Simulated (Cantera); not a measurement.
Charge: 1 mol c-C4F8, 0.14 mol HCl, 11 mol H2, equilibrated at 2802 °C and 100 Torr.

Equilibrium computed with Cantera from the NASA thermochemical tables; the gas is ideal and each condensed phase is pure. Candidate condensed phases: C, C6H6, C7H8, C8H18; 118 gas species. The feed counts by its element totals alone. Kinetics and transport are ignored.

Task: What is the equilibrium state?

Result: 
| Item | Value |
|---|---|
| x(HF) | 0.447 |
| x(H) | 0.267 |
| x(H2) | 0.244 |
| x(C2H2 (acetylene)) | 0.0187 |
| x(C3) | 0.00510 |
| x(HCl) | 0.00452 |
| x(C2H) | 0.00392 |
| x(F) | 0.00347 |
| x(Cl) | 0.00337 |
| n(C(graphite)) | 2.82 mol |
| gas amount | 17.72 mol |
